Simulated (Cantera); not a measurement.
A Cantera script and its output.

```python
import numpy as np
import cantera as ct

gas = ct.Solution("h2o2.yaml")
gas.TPX = 498, 18000, {'H2': 1, 'O2': 0.98, 'N2': 3.69}
flame = ct.FreeFlame(gas, width=0.13)
flame.set_refine_criteria(ratio=3, slope=0.08, curve=0.16)
flame.transport_model = "mixture-averaged"
flame.solve(loglevel=0, auto=True)
z, T = flame.grid, flame.T
thick = (T[-1] - T[0]) / np.gradient(T, z).max()
show = ['H2', 'O2', 'HO2', 'H2O2', 'OH', 'O']
print(f"laminar burning velocity  {flame.velocity[0] * 100:.3f} cm/s")
print(f"burnt temperature         {T[-1]:.1f} K")
print(f"thermal thickness         {thick * 1e3:.4f} mm")
print(f"grid points               {len(z)}")
z0 = z[flame.heat_release_rate.argmax()]
print(f"{'z/mm':>9s}{'T/K':>9s}{'u/(m/s)':>9s}" + "".join(f"{s:>11s}" for s in show))
rows = []
for k in (-3, -2, -1.5, -1, -0.5, -0.25, 0, 0.25, 0.5, 1, 2, 4, 8):
    zz = z0 + k * thick
    rows.append([k * thick, np.interp(zz, z, T), np.interp(zz, z, flame.velocity),
                 *(np.interp(zz, z, flame.X[gas.species_index(s)]) for s in show)])
    print(f"{rows[-1][0] * 1e3:9.3f}{rows[-1][1]:9.1f}{rows[-1][2]:9.3f}" + "".join(f"{x:11.3e}" for x in rows[-1][3:]))
```

Result:

```
laminar burning velocity  236.945 cm/s
burnt temperature         1817.4 K
thermal thickness         3.6695 mm
grid points               118
     z/mm      T/K  u/(m/s)         H2         O2        HO2       H2O2         OH          O
  -11.009    498.0    2.369  1.764e-01  1.728e-01  1.218e-12  8.285e-15  9.759e-17  5.768e-15
   -7.339    498.0    2.369  1.764e-01  1.728e-01  1.613e-10  1.144e-12  2.320e-14  1.371e-12
   -5.504    498.0    2.369  1.763e-01  1.728e-01  6.503e-09  4.863e-11  1.042e-12  6.122e-11
   -3.670    498.1    2.369  1.760e-01  1.729e-01  8.900e-07  9.082e-09  4.991e-10  8.090e-09
   -1.835    528.3    2.489  1.662e-01  1.737e-01  1.010e-04  6.691e-06  8.133e-05  1.104e-05
   -0.917    725.5    3.342  1.320e-01  1.688e-01  5.555e-05  5.023e-06  4.498e-04  2.645e-04
    0.000   1044.8    4.706  6.401e-02  1.396e-01  2.734e-05  1.444e-06  1.985e-03  4.348e-03
    0.917   1273.8    5.698  1.949e-02  1.052e-01  1.665e-05  1.646e-06  4.988e-03  1.052e-02
    1.835   1391.2    6.196  1.097e-02  9.606e-02  1.276e-05  1.184e-06  6.481e-03  1.174e-02
    3.670   1512.0    6.692  8.633e-03  9.313e-02  9.773e-06  6.720e-07  7.675e-03  1.008e-02
    7.339   1622.5    7.133  6.365e-03  9.187e-02  7.153e-06  3.486e-07  8.025e-03  7.244e-03
   14.678   1709.3    7.471  3.875e-03  9.156e-02  4.712e-06  1.875e-07  7.196e-03  4.312e-03
   29.356   1765.9    7.689  1.909e-03  9.188e-02  2.656e-06  1.053e-07  5.495e-03  2.098e-03
```

Detailed kinetics in Cantera: the H2/O2 subset of GRI-Mech 3.0, which has no nitrogen chemistry. Burning velocities carry a grid error of a few per cent, more on coarse grids. Lean hydrogen flames are cellular in practice and burn faster than this planar one.
